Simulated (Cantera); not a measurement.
## NH3 + SO2 + O2 (abatement and gas-phase synthesis)

Feed: 1 mol NH3, 0.6 mol SO2, 0.2 mol O2, at 100000 Pa.

Cantera equilibrium calculation (NASA polynomials, part measured and part estimated; ideal gas, pure solids and liquids). Candidate condensed phases: H2O, H2SO4, S; 35 gas species. The numbers say what is thermodynamically allowed, not how fast it happens.

```
T (K)  x H2O   x N2   x H2   x SO2    x S2    x SO    x H2S     x SH
-----  -----  -----  -----  ------  ------  ------  -------  -------
2075   0.447  0.206  0.151  0.0966  0.0519  0.0188   0.0167  0.00744
2125   0.437  0.206  0.160  0.0984  0.0492  0.0221   0.0152  0.00822
2175   0.427  0.205  0.167  0.1000  0.0463  0.0257   0.0137  0.00899
2225   0.418  0.204  0.175   0.101  0.0433  0.0295   0.0124  0.00973
2275   0.409  0.203  0.181   0.102  0.0402  0.0336   0.0111   0.0104
2325   0.399  0.202  0.188   0.103  0.0371  0.0379  0.00998   0.0111
2375   0.390  0.201  0.194   0.103  0.0339  0.0424  0.00893   0.0117
```
x: gas mole fraction; nothing condenses.

From 2075 K to 2375 K nothing is condensed.
